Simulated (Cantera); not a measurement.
What does this Cantera script print?

```python
import numpy as np
import cantera as ct

gas = ct.Solution("gri30.yaml")
gas.TPX = 1425, 1333, {'C2H6': 1, 'N2': 2.7}
reactor = ct.IdealGasConstPressureReactor(gas, energy="off", clone=False)
net = ct.ReactorNet([reactor])
net.rtol, net.atol = 1e-08, 1e-18
show = ['C2H6', 'CH3', 'H2', 'C2H', 'CH2', 'C2H2', 'HCN']
times = np.geomspace(1e-06, 5, 14)

steps = ct.SolutionArray(gas, extra=["t"])
rows = []
print(f"{'t/s':>10s}{'T/K':>9s}{'P/Pa':>11s}" + "".join(f"{s:>11s}" for s in show))
for t in times:
    while net.time < t:
        t_next = net.step()
        steps.append(gas.state, t=t_next)
    rows.append([np.interp(t, steps.t, y) for y in (steps.T, steps.P, *steps(*show).X.T)])
    print(f"{t:10.3e}{rows[-1][0]:9.1f}{rows[-1][1]:11.4g}" + "".join(f"{x:11.3e}" for x in rows[-1][2:]))
rate = np.gradient(steps.T, steps.t)
print("integrator steps:", len(steps.t))
if steps.T.max() > steps.T[0] + 200:
    print(f"time of steepest temperature rise: {steps.t[rate.argmax()]:.4e} s")
gas.TPX = 1425, 1333, {'C2H6': 1, 'N2': 2.7}
gas.equilibrate("TP")
print(f"equilibrium (TP): T = {gas.T:.1f} K  " + "  ".join(f"{s} {gas[s].X[0]:.3e}" for s in show))
```

It prints:

```
       t/s      T/K       P/Pa       C2H6        CH3         H2        C2H        CH2       C2H2        HCN
 1.000e-06   1425.0       1333  2.703e-01  1.087e-05  3.817e-10  7.349e-30  5.559e-14  4.996e-18  2.765e-21
 3.276e-06   1425.0       1333  2.702e-01  3.554e-05  3.685e-09  5.028e-27  2.195e-12  3.863e-16  9.634e-20
 1.073e-05   1425.0       1333  2.702e-01  1.158e-04  4.241e-08  6.173e-24  8.060e-11  3.786e-14  3.402e-18
 3.515e-05   1425.0       1333  2.700e-01  3.723e-04  1.171e-06  2.362e-20  2.659e-09  4.560e-12  2.036e-16
 1.151e-04   1425.0       1333  2.693e-01  1.145e-03  4.464e-05  2.014e-16  6.811e-08  1.146e-09  3.109e-13
 3.772e-04   1425.0       1333  2.651e-01  3.089e-03  1.371e-03  3.530e-12  7.893e-07  7.813e-07  3.872e-10
 1.235e-03   1425.0       1333  2.340e-01  7.379e-03  1.717e-02  1.436e-09  3.092e-06  1.962e-04  9.968e-09
 4.047e-03   1425.0       1333  1.288e-01  7.957e-03  7.433e-02  1.545e-08  3.714e-06  5.721e-03  3.061e-08
 1.326e-02   1425.0       1333  1.879e-02  3.094e-03  1.462e-01  5.483e-08  1.503e-06  3.628e-02  4.805e-08
 4.343e-02   1425.0       1333  7.725e-04  6.054e-04  1.898e-01  3.004e-08  1.256e-07  7.620e-02  5.142e-08
 1.423e-01   1425.0       1333  4.542e-05  1.629e-04  2.120e-01  1.084e-08  1.072e-08  1.006e-01  5.040e-08
 4.660e-01   1425.0       1333  8.078e-06  7.471e-05  2.296e-01  6.022e-09  2.362e-09  1.204e-01  4.933e-08
 1.526e+00   1425.0       1333  8.002e-06  8.040e-05  2.486e-01  7.780e-09  2.785e-09  1.415e-01  4.818e-08
 5.000e+00   1425.0       1333  9.149e-06  8.901e-05  2.571e-01  9.389e-09  3.531e-09  1.486e-01  4.799e-08
integrator steps: 1400
equilibrium (TP): T = 1425.0 K  C2H6 2.578e-08  CH3 3.846e-06  H2 3.484e-01  C2H 1.420e-08  CH2 2.901e-10  C2H2 1.221e-01  HCN 1.048e-01
```

Detailed kinetics in Cantera: GRI-Mech 3.0 (53 species, 325 reactions). GRI-Mech 3.0 stops at C3 and has no aromatics, soot or wall deposition, so with more carbon than oxygen in the feed, carbon stays in small species such as C2H2 where larger ones or solid carbon would form. Radical loss at walls, strong at low pressure, is not modelled.
